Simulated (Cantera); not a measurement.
Cantera with NASA thermochemical tables; ideal gases at 1 bar, condensed phases pure. Values are per mole of reaction as written; species without (g) are pure solids or liquids, kept so even where they would boil at 1 bar.

Between 300 and 773 K, where is each reaction favourable under standard conditions?
- 2 OH(g) + 2 SiH4(g) → 2 SiO(g) + 5 H2(g)
- SiH4(g) → SiH2(g) + 2 H(g)


- 2 OH(g) + 2 SiH4(g) → 2 SiO(g) + 5 H2(g): ΔG° is -438 kJ at 300 K and -591 kJ at 773 K; it stays negative (K > 1). ΔH° is -334 kJ and ΔS° 333 J/K at 773 K.
- SiH4(g) → SiH2(g) + 2 H(g): ΔG° is 577 kJ at 300 K and 460 kJ at 773 K; it stays positive (K < 1). ΔH° is 659 kJ and ΔS° 258 J/K at 773 K.
